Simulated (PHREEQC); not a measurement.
Synthetic water in mg/L, 25 °C, pH 5.9, pe 9:

```json
[
 {"constituent": "Na", "mg/L": "0.19"},
 {"constituent": "K", "mg/L": "0.00722"},
 {"constituent": "Ca", "mg/L": "0.383"},
 {"constituent": "Mg", "mg/L": "0.125"},
 {"constituent": "Cl", "mg/L": "0.294"},
 {"constituent": "S(6) as SO4", "mg/L": "1.2"},
 {"constituent": "Alkalinity as HCO3", "mg/L": "0.36"},
 {"constituent": "Zn", "mg/L": "0.0238"},
 {"constituent": "B", "mg/L": "0.000403"},
 {"constituent": "N(5) as NO3", "mg/L": "0.0115"}
]
```

Valence states are taken as typed.

All values are PHREEQC results (ion-association model, phreeqc.dat), not measurements.

This is a speciation only: nothing precipitates in the calculation.

Question: Predict the charge-balance error.

Answer: charge-balance error -1.0 %.

Question: In which forms is C present?

Answer: CO2 74 %, HCO3- 26 % of the C.

Complexes and solids missing from the database can't appear.
